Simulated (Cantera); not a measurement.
Feed: 1 mol Al, 0.68 mol HCl, 110 mol N2, at 10.0 Torr.

These are equilibrium values from Cantera (NASA tables, ideal gas, pure condensed phases), not measurements of a reactor. Candidate condensed phases: Al, AlCl3, AlN, NH4Cl; 20 gas species. The tables' values for AlCl2 are old estimates; treat these amounts as uncertain. The numbers say what is thermodynamically allowed, not how fast it happens. All values below are at 1325 K.

Base state: N2 0.994, H2 0.00209, HCl 0.00199, AlCl3 0.00133, AlCl2 6.61e-5, AlCl 5.40e-5 (mole fractions); condensed: AlN(s).

Task: What changes in the equilibrium state with this change: Al replaced by AlCl3?

Result: 
```csv
species,before,after
N2,0.994,0.985
AlCl3,0.00133,0.00894
HCl,0.00199,0.00607
AlCl,5.40e-5,1.51e-7
H2,0.00209,8.05e-6
Cl,5.18e-7,2.54e-5
AlCl2,6.61e-5,9.05e-6
"AlN(s), mol",0.840,0
```
